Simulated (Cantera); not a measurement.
Input: 1 mol (CH3)2SiCl2, 0.014 mol C2H2, 13 mol H2, 1.2 mol C2H4, at 1650 K and 10.0 mbar.

Cantera equilibrium calculation (NASA polynomials, part measured and part estimated; ideal gas, pure solids and liquids). Candidate condensed phases: C, C6H6, C7H8, C8H18, Si, SiC; 109 gas species. The feed counts by its element totals alone. Equilibrium is a limit: real reactors are often held back by kinetics, nucleation or transport.

Base state: H2 0.897, HCl 0.102, H 0.000860, SiCl2 0.000511, Cl 7.66e-5, C2H2 (acetylene) 4.09e-5, CH4 1.07e-5 (mole fractions); condensed: C(graphite) + SiC(s).

Problem. What changes in the equilibrium state with this change: temperature from 1650 K to 975 K?

Solution. 
```csv
species,before,after
H2,0.897,0.905
HCl,0.102,0.0912
SiCl4,1.40e-7,0.00293
H,0.000860,1.09e-8
Cl,7.66e-5,1.03e-9
"C(graphite), mol",3.44,3.47
"SiC(s), mol",0.990,0.940
```
The tables' values for SiCl3 are old estimates; treat these amounts as uncertain.
